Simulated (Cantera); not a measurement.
**Adiabatic ignition**

An adiabatic, constant-volume homogeneous reactor starts with CH4 : C2H6 : O2 : N2 : H2O = 1 : 0.055 : 2.85 : 10.7 : 3.7 (molar parts), equivalence ratio 0.77, at 1700 K and 1650 Torr.

Computed with Cantera and GRI-Mech 3.0 (53 species, 325 reactions).

| t (s) | T (K) | P (bar) | x CH4 | x C2H6 | x O2 | x CO2 | x C2H |
|---|---|---|---|---|---|---|---|
| 6.00e-6 | 1697 | 2.20 | 0.0544 | 0.00262 | 0.156 | 1.76e-6 | <1e-12 |
| 1.63e-5 | 1699 | 2.20 | 0.0528 | 0.00220 | 0.154 | 2.93e-5 | 7.99e-11 |
| 4.45e-5 | 1798 | 2.35 | 0.0355 | 0.00120 | 0.139 | 0.000628 | 5.37e-8 |
| 0.000121 | 2727 | 3.62 | <1e-12 | <1e-12 | 0.0406 | 0.0458 | <1e-12 |
| 0.000330 | 2724 | 3.61 | <1e-12 | <1e-12 | 0.0399 | 0.0459 | <1e-12 |
| 0.000899 | 2719 | 3.61 | <1e-12 | <1e-12 | 0.0382 | 0.0459 | <1e-12 |
| 0.00245 | 2712 | 3.60 | <1e-12 | <1e-12 | 0.0363 | 0.0459 | <1e-12 |
| 0.00667 | 2711 | 3.59 | <1e-12 | <1e-12 | 0.0359 | 0.0459 | <1e-12 |
| 0.0182 | 2711 | 3.59 | <1e-12 | <1e-12 | 0.0359 | 0.0459 | <1e-12 |
| 0.0495 | 2711 | 3.59 | <1e-12 | <1e-12 | 0.0359 | 0.0459 | <1e-12 |
| 0.135 | 2711 | 3.59 | <1e-12 | <1e-12 | 0.0359 | 0.0459 | <1e-12 |
| 0.367 | 2711 | 3.59 | <1e-12 | <1e-12 | 0.0359 | 0.0459 | <1e-12 |
| 1.00 | 2711 | 3.59 | <1e-12 | <1e-12 | 0.0359 | 0.0459 | <1e-12 |
x: mole fraction; the columns are a selection and need not sum to one.

time of steepest temperature rise: 53.0 µs
temperature at 1.00 s: 2711 K
equilibrium temperature: 2711 K
x(CH4) at 1.00 s: <1e-12 (gas-phase equilibrium <1e-12)
x(C2H6) at 1.00 s: <1e-12 (gas-phase equilibrium <1e-12)
x(O2) at 1.00 s: 0.0359 (gas-phase equilibrium 0.0359)
